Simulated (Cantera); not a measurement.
A perfectly stirred reactor is fed with NO : N2 = 1 : 2.8 (molar parts), at 0.128 atm; it is held at 2000 K, and followed from long to short residence time.

Model: GRI-Mech 3.0 (53 species, 325 reactions), integrated in Cantera.

Problem. What does this change do: NO 1 to 4.4 parts?

Solution. 
```json
[
 {"quantity": "x(NO) at τ = 14.0 s", "before": "0.0670", "after": "0.114"},
 {"quantity": "x(N2) at τ = 14.0 s", "before": "0.835", "after": "0.637"},
 {"quantity": "x(O2) at τ = 14.0 s", "before": "0.0977", "after": "0.248"},
 {"quantity": "x(NO2) at τ = 14.0 s", "before": "2.84e-5", "after": "7.70e-5"},
 {"quantity": "x(N2O) at τ = 14.0 s", "before": "1.79e-6", "after": "4.50e-6"},
 {"quantity": "x(NO) at τ = 0.170 s", "before": "0.257", "after": "0.582"},
 {"quantity": "x(N2) at τ = 0.170 s", "before": "0.740", "after": "0.403"},
 {"quantity": "x(O2) at τ = 0.170 s", "before": "0.00298", "after": "0.0140"},
 {"quantity": "x(NO2) at τ = 0.170 s", "before": "2.72e-5", "after": "0.000109"},
 {"quantity": "x(N2O) at τ = 0.170 s", "before": "2.85e-5", "after": "0.000139"}
]
```

Problem. What does this change do: 0.19 parts H2O added?

Solution. 
```tsv
quantity	before	after
x(NO) at τ = 14.0 s	0.0670	0.0598
x(N2) at τ = 14.0 s	0.835	0.796
x(O2) at τ = 14.0 s	0.0977	0.0946
x(NO2) at τ = 14.0 s	2.84e-5	2.49e-5
x(N2O) at τ = 14.0 s	1.79e-6	1.02e-6
x(NO) at τ = 0.170 s	0.257	0.242
x(N2) at τ = 0.170 s	0.740	0.706
x(O2) at τ = 0.170 s	0.00298	0.00442
x(NO2) at τ = 0.170 s	2.72e-5	2.19e-5
x(N2O) at τ = 0.170 s	2.85e-5	1.31e-5
```
